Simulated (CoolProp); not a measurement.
Properties of nitrogen at several states (Tc = -147.0 °C, pc = 33.96 bar, ω = 0.037).

Model: reference Helmholtz-energy equation of state, Span 2000, in CoolProp.

```csv
T (°C),p (bar),phase,Z,cp (kJ/(kg K)),isothermal compressibility (1/MPa),expansivity (1/kK),Prandtl number,fugacity coefficient
494.35,0.905,gas,1.000,1.114,11.05,1.303,0.723,1.000
295.55,120,supercritical,1.055,1.107,0.07867,1.748,0.711,1.054
35.65,7.87,gas,0.9992,1.052,1.271,3.295,0.721,0.9992
```

Viscosity comes from a separate model (Lemmon 2004). Thermal conductivity comes from a separate model (Lemmon 2004).
